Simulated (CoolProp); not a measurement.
Computed with CoolProp (reference Helmholtz-energy equation of state, Thol 2014).

For diethyl ether, give the phase and the Z, speed of sound (m/s) at 259.15 °C and 1.86 MPa; 259.15 °C and 5.58 MPa; 259.15 °C and 7.43 MPa.


- 259.15 °C and 1.86 MPa: gas; Z 0.884, speed of sound 225
- 259.15 °C and 5.58 MPa: supercritical; Z 0.597, speed of sound 170
- 259.15 °C and 7.43 MPa: supercritical; Z 0.486, speed of sound 175
